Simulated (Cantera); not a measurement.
A perfectly stirred reactor is fed with CH4 : H2 : O2 : N2 = 1 : 0.095 : 3.15 : 11.8 (molar parts), at 3750 Torr; it is adiabatic with a 350 K inlet, and is followed from long to short residence time, starting on the burning branch (τ in s: 0.12, 0.055, 0.025, 0.012, 0.0054, 0.0025, 0.0012, 0.00054, 0.00025, 0.00011, 5.3e-05).

Computed with Cantera and GRI-Mech 3.0 (53 species, 325 reactions).

**Question.** What does this change do: CH4 1 to 0.78 parts?

**Answer.** 
| quantity | before | after |
|---|---|---|
| blow-out, bracketed by the residence times tried | burning at 0.250 ms, out at 0.110 ms | burning at 2.50 ms, out at 1.20 ms |
| x(CH4) at τ = 0.120 s | 5.25e-6 | 1.68e-5 |
| x(H2) at τ = 0.120 s | 2.52e-5 | 1.09e-5 |
| x(O2) at τ = 0.120 s | 0.0688 | 0.0978 |
| x(C2H4) at τ = 0.120 s | 1.19e-9 | 3.15e-8 |
| x(C2H2) at τ = 0.120 s | 1.37e-9 | 1.33e-8 |
| x(CH4) at τ = 2.50 ms | 8.22e-5 | 0.000421 |
| x(H2) at τ = 2.50 ms | 0.000247 | 0.000293 |
| x(O2) at τ = 2.50 ms | 0.0695 | 0.101 |
| x(C2H4) at τ = 2.50 ms | 1.09e-7 | 4.28e-6 |
| x(C2H2) at τ = 2.50 ms | 5.34e-8 | 4.22e-7 |
